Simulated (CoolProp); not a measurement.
Aqueous lithium chloride as a coolant, 16 % by mass, freezing at -27.2 °C, 1 atm.

Computed with CoolProp (Melinder's fits for secondary coolants).

```
T (°C)  cp (kJ/(kg K))  conductivity (W/(m K))  Prandtl number  density (kg/m³)
------  --------------  ----------------------  --------------  ---------------
-7.7             3.282                       …            24.8             1097
-1.9             3.308                   0.529            20.1             1096
3.8              3.334                   0.537            16.7             1095
9.6                  …                   0.546            14.1             1094
15.4             3.386                   0.554            12.1                …
21.2             3.412                   0.562            10.5             1091
27                   …                       …            9.24             1089
32.8             3.463                   0.579            8.16             1087
```

**Question.** Fill in the missing entries.

**Answer.** 
- -7.7, conductivity (W/(m K)): 0.521
- 9.6, cp (kJ/(kg K)): 3.360
- 15.4, density (kg/m³): 1092
- 27, cp (kJ/(kg K)): 3.438
- 27, conductivity (W/(m K)): 0.570
